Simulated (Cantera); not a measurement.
An adiabatic, constant-volume homogeneous reactor starts with H2 : O2 : N2 = 1 : 0.962 : 3.62 (molar parts), at 1523 K and 11.0 bar.

Model: GRI-Mech 3.0 (53 species, 325 reactions), integrated in Cantera. The hydrogen kinetics of GRI-Mech 3.0 are dated; newer H2 mechanisms differ, most at raised pressure.

**Question.** Predict: time of steepest temperature rise; temperature at 8.00 s; equilibrium temperature; x(H2) at 8.00 s; x(O2) at 8.00 s; x(O) at 8.00 s; x(NO) at 8.00 s; x(OH) at 8.00 s; x(H2O2) at 8.00 s; x(N2O) at 8.00 s.

**Answer.** 
- time of steepest temperature rise = 1.31 µs
- temperature at 8.00 s = 2830 K
- equilibrium temperature = 2830 K
- x(H2) at 8.00 s = 0.00376 (gas-phase equilibrium 0.00376)
- x(O2) at 8.00 s = 0.0750 (gas-phase equilibrium 0.0750)
- x(O) at 8.00 s = 0.00388 (gas-phase equilibrium 0.00388)
- x(NO) at 8.00 s = 0.0216 (gas-phase equilibrium 0.0216)
- x(OH) at 8.00 s = 0.0180 (gas-phase equilibrium 0.0180)
- x(H2O2) at 8.00 s = 2.85e-6 (gas-phase equilibrium 2.85e-6)
- x(N2O) at 8.00 s = 4.93e-6 (gas-phase equilibrium 4.93e-6)
